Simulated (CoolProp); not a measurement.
Computed with CoolProp (reference Helmholtz-energy equation of state, Thol 2021).

Q: Give the vapour pressure (MPa), liquid density (kg/m³), vapour density (kg/m³), liquid cp (kJ/(kg K)) of saturated chlorine at 285.1 K.

A: 
```
T (K)  p (MPa)  liquid density (kg/m³)  vapour density (kg/m³)  liquid cp (kJ/(kg K))
-----  -------  ----------------------  ----------------------  ---------------------
285.1    0.535                    1430                    17.5                  0.974
```
